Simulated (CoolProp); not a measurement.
Saturation properties of ethylene.

Computed with CoolProp (reference Helmholtz-energy equation of state, Smukala 2000).

| T (°C) | p (kPa) | liquid density (kg/m³) | vapour density (kg/m³) | liquid cp (kJ/(kg K)) | surface tension (mN/m) |
|---|---|---|---|---|---|
| -55.35 | 887.7 | 490.7 | 16.20 | 2.675 | 8.49 |
| -49.25 | 1088 | 479.3 | 19.86 | 2.749 | 7.56 |
| -43.15 | 1320 | 467.4 | 24.18 | 2.840 | 6.64 |
| -37.05 | 1585 | 454.7 | 29.30 | 2.954 | 5.74 |
| -30.95 | 1886 | 441.1 | 35.39 | 3.101 | 4.87 |
| -24.85 | 2227 | 426.4 | 42.68 | 3.296 | 4.01 |
| -18.75 | 2611 | 410.2 | 51.54 | 3.571 | 3.19 |
| -12.65 | 3041 | 391.9 | 62.55 | 3.988 | 2.39 |
| -6.55 | 3521 | 370.4 | 76.75 | 4.710 | 1.63 |
| -0.45 | 4057 | 343.5 | 96.46 | 6.306 | 0.918 |

It boils at -103.8 °C under 1 atm.

Surface tension comes from a separate correlation (Mulero 2012).
